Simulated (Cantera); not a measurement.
An adiabatic, constant-pressure homogeneous reactor starts with 13.8 % H2, 18.2 % O2, 68.1 % N2, equivalence ratio 0.38, at 1473 K and 7500 Torr.

Computed with Cantera and the H2/O2 subset of GRI-Mech 3.0, which has no nitrogen chemistry. The hydrogen kinetics of GRI-Mech 3.0 are dated; newer H2 mechanisms differ, most at raised pressure.

**Question.** Predict: time of steepest temperature rise; temperature at 0.800 s; equilibrium temperature; x(H2) at 0.800 s; x(O2) at 0.800 s; x(OH) at 0.800 s; x(H2O) at 0.800 s; x(H2O2) at 0.800 s.

**Answer.** 
| Quantity | Value |
|---|---|
| time of steepest temperature rise | 1.91 µs |
| temperature at 0.800 s | 2401 K |
| equilibrium temperature | 2401 K |
| x(H2) at 0.800 s | 0.000480 (gas-phase equilibrium 0.000480) |
| x(O2) at 0.800 s | 0.119 (gas-phase equilibrium 0.119) |
| x(OH) at 0.800 s | 0.00616 (gas-phase equilibrium 0.00616) |
| x(H2O) at 0.800 s | 0.144 (gas-phase equilibrium 0.144) |
| x(H2O2) at 0.800 s | 8.87e-7 (gas-phase equilibrium 8.87e-7) |
